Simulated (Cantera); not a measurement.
# Stirred combustor or abatement burner

A perfectly stirred reactor is fed with 29.9 % H₂, 19.2 % O₂, 50.9 % N₂, equivalence ratio 0.78, at 1.00 atm; it is adiabatic with a 700 K inlet, and is followed from long to short residence time, starting on the burning branch (τ in s: 0.35, 0.13, 0.051, 0.02, 0.0076, 0.0029, 0.0011, 0.00043, 0.00017, 6.4e-05, 2.5e-05).

Model: GRI-Mech 3.0 (53 species, 325 reactions), integrated in Cantera.

```tsv
τ (s)	T (K)	x H₂	x O₂	x NO₂	x HO₂	x H₂O	x H
0.35	2599	0.0144	0.0435	3.87e-6	1.00e-5	0.317	0.00460
0.13	2599	0.0144	0.0436	3.79e-6	1.01e-5	0.317	0.00463
0.051	2598	0.0145	0.0438	3.60e-6	1.01e-5	0.317	0.00468
0.020	2597	0.0147	0.0444	3.18e-6	1.01e-5	0.316	0.00480
0.0076	2592	0.0152	0.0454	2.37e-6	1.02e-5	0.315	0.00513
0.0029	2575	0.0165	0.0470	1.31e-6	1.02e-5	0.312	0.00595
0.0011	2524	0.0196	0.0488	4.85e-7	9.87e-6	0.305	0.00818
0.00043	2412	0.0258	0.0513	1.20e-7	1.06e-5	0.292	0.0137
0.00017	2237	0.0335	0.0549	2.65e-8	1.50e-5	0.274	0.0241
6.4e-5	2015	0.0410	0.0600	9.69e-9	2.50e-5	0.254	0.0400
2.5e-5	1787	0.0484	0.0672	5.14e-9	3.96e-5	0.234	0.0580
```
x: mole fraction; the columns are a selection and need not sum to one.
